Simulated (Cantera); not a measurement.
An adiabatic, constant-pressure homogeneous reactor starts with CH₄ : O₂ : N₂ = 1 : 2.27 : 8.55 (molar parts), equivalence ratio 0.88, at 1248 K and 750 Torr. Integrator tolerance rtol = 1e-08.

Model: GRI-Mech 3.0 (53 species, 325 reactions), integrated in Cantera.

Task: What does this change do: initial temperature 1248 to 975 K?

Result: 
| quantity | before | after |
|---|---|---|
| time of steepest temperature rise | 22.0 ms | not reached |
| temperature at 0.100 s | 2594 K | 975 K |
| equilibrium temperature | 2594 K | 2472 K |
| x(CH₄) at 0.100 s | <1e-12 (gas-phase equilibrium <1e-12) | 0.0846 (gas-phase equilibrium <1e-12) |
| x(O₂) at 0.100 s | 0.0280 (gas-phase equilibrium 0.0280) | 0.192 (gas-phase equilibrium 0.0254) |
| x(OH) at 0.100 s | 0.0142 (gas-phase equilibrium 0.0142) | 6.52e-11 (gas-phase equilibrium 0.00978) |
| x(NO) at 0.100 s | 0.00933 (gas-phase equilibrium 0.00933) | <1e-12 (gas-phase equilibrium 0.00724) |
| x(O) at 0.100 s | 0.00381 (gas-phase equilibrium 0.00381) | 1.76e-11 (gas-phase equilibrium 0.00202) |
| x(N₂O) at 0.100 s | 4.90e-7 (gas-phase equilibrium 4.90e-7) | <1e-12 (gas-phase equilibrium 3.81e-7) |
Below about 1000 K GRI-Mech 3.0 lacks low-temperature oxidation paths.

Task: What does this change do: pressure from 750 Torr to 203 Torr?

Result: 
| quantity | before | after |
|---|---|---|
| time of steepest temperature rise | 22.0 ms | 59.8 ms |
| temperature at 0.100 s | 2594 K | 2521 K |
| equilibrium temperature | 2594 K | 2520 K |
| x(CH₄) at 0.100 s | <1e-12 (gas-phase equilibrium <1e-12) | <1e-12 (gas-phase equilibrium <1e-12) |
| x(O₂) at 0.100 s | 0.0280 (gas-phase equilibrium 0.0280) | 0.0310 (gas-phase equilibrium 0.0306) |
| x(OH) at 0.100 s | 0.0142 (gas-phase equilibrium 0.0142) | 0.0159 (gas-phase equilibrium 0.0158) |
| x(NO) at 0.100 s | 0.00933 (gas-phase equilibrium 0.00933) | 0.00768 (gas-phase equilibrium 0.00858) |
| x(O) at 0.100 s | 0.00381 (gas-phase equilibrium 0.00381) | 0.00548 (gas-phase equilibrium 0.00541) |
| x(N₂O) at 0.100 s | 4.90e-7 (gas-phase equilibrium 4.90e-7) | 2.26e-7 (gas-phase equilibrium 2.33e-7) |
